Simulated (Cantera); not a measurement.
An adiabatic, constant-pressure homogeneous reactor starts with CH₄ : O₂ : N₂ = 1 : 2.33 : 8.74 (molar parts), at 1625 K and 0.240 bar. Integrator tolerance rtol = 1e-08.

Computed with Cantera and GRI-Mech 3.0 (53 species, 325 reactions).

Problem. What does this change do: O2 2.33 to 0.8 parts?

Solution. 
```json
[
 {"quantity": "time of steepest temperature rise", "before": "1.28 ms", "after": "3.55 ms"},
 {"quantity": "temperature at 3.00 s", "before": "2633 K", "after": "2035 K"},
 {"quantity": "equilibrium temperature", "before": "2633 K", "after": "2035 K"},
 {"quantity": "x(CH₄) at 3.00 s", "before": "<1e-12 (gas-phase equilibrium <1e-12)", "after": "6.84e-12 (gas-phase equilibrium 7.62e-12)"},
 {"quantity": "x(O₂) at 3.00 s", "before": "0.0370 (gas-phase equilibrium 0.0370)", "after": "7.68e-8 (gas-phase equilibrium 7.69e-8)"},
 {"quantity": "x(H) at 3.00 s", "before": "0.0110 (gas-phase equilibrium 0.0110)", "after": "0.00149 (gas-phase equilibrium 0.00149)"},
 {"quantity": "x(C₂H) at 3.00 s", "before": "<1e-12 (gas-phase equilibrium <1e-12)", "after": "<1e-12 (gas-phase equilibrium <1e-12)"},
 {"quantity": "x(O) at 3.00 s", "before": "0.0107 (gas-phase equilibrium 0.0107)", "after": "4.95e-7 (gas-phase equilibrium 4.96e-7)"}
]
```

Problem. What does this change do: 0.24 parts CO2 added?

Solution. 
| quantity | before | after |
|---|---|---|
| time of steepest temperature rise | 1.28 ms | 1.30 ms |
| temperature at 3.00 s | 2633 K | 2606 K |
| equilibrium temperature | 2633 K | 2606 K |
| x(CH₄) at 3.00 s | <1e-12 (gas-phase equilibrium <1e-12) | <1e-12 (gas-phase equilibrium <1e-12) |
| x(O₂) at 3.00 s | 0.0370 (gas-phase equilibrium 0.0370) | 0.0382 (gas-phase equilibrium 0.0382) |
| x(H) at 3.00 s | 0.0110 (gas-phase equilibrium 0.0110) | 0.00925 (gas-phase equilibrium 0.00925) |
| x(C₂H) at 3.00 s | <1e-12 (gas-phase equilibrium <1e-12) | <1e-12 (gas-phase equilibrium <1e-12) |
| x(O) at 3.00 s | 0.0107 (gas-phase equilibrium 0.0107) | 0.00962 (gas-phase equilibrium 0.00962) |
